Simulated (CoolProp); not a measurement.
Properties of R410A at several states (Tc = 344.5 K, pc = 4901 kPa, ω = 0.296).

Values from CoolProp's reference Helmholtz-energy equation of state, Lemmon 2003. It is a pseudo-pure fit of the blend.

```tsv
T (K)	p (kPa)	phase	Z	isothermal compressibility (1/MPa)	viscosity (µPa s)	conductivity (mW/(m K))
465.9	3040	gas	0.9257	0.3549	[?]	27.8
464.7	3220	gas	[?]	0.3369	[?]	27.9
405.5	1330	gas	0.9432	0.7979	[?]	22.3
347.8	142	gas	0.9895	7.117	15.1	17.0
352.6	63.1	gas	0.9956	15.92	15.3	17.3
402.9	4040	gas	0.8161	0.3068	19.2	24.8
```

Question: Complete the blanks.

Answer: 
- 465.9, viscosity (µPa s): 20.7
- 464.7, Z: 0.9206
- 464.7, viscosity (µPa s): 20.8
- 405.5, viscosity (µPa s): 17.9

Viscosity comes from a separate model (Geller 2000). Thermal conductivity comes from a separate model (Geller 2001).
